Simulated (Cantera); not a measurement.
Standard-state values (1 bar) from the NASA 1993 polynomials, evaluated with Cantera. Values are per mole of reaction as written; species without (g) are pure solids or liquids, kept so even where they would boil at 1 bar.

Problem. Between 300 and 2698 K, where is each reaction favourable under standard conditions?
- 2 NH₃(g) + Nb₂O₅ ⇌ 2 NbO₂(g) + N₂O(g) + 3 H₂(g)

Solution. 
- 2 NH₃(g) + Nb₂O₅ ⇌ 2 NbO₂(g) + N₂O(g) + 3 H₂(g): ΔG° is 1483 kJ at 300 K and 83 kJ at 2698 K; it stays positive (K < 1). ΔH° is 1429 kJ and ΔS° 499 J/K at 2698 K.
